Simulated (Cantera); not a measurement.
Mixture: CH4 : C2H6 : O2 : N2 : H2O = 1 : 0.075 : 5.26 : 19.8 : 1.2 (molar parts), at 12800 Torr, adiabatic and at constant pressure. Ignition delay is the time to a rise of 400 K.

Model: GRI-Mech 3.0 (53 species, 325 reactions), integrated in Cantera. The pressure lies above the range GRI-Mech 3.0 was tuned for (to about 10 atm).

Q: Predict: delay at 1200 K; delay at 1275 K; delay at 1350 K; delay at 1425 K; delay at 1500 K; delay at 1575 K; apparent activation energy between 1425 and 1575 K.

A: 
- delay at 1200 K: 0.989 ms
- delay at 1275 K: 0.395 ms
- delay at 1350 K: 0.175 ms
- delay at 1425 K: 84.6 µs
- delay at 1500 K: 43.7 µs
- delay at 1575 K: 23.9 µs
- apparent activation energy between 1425 and 1575 K: 160 kJ/mol
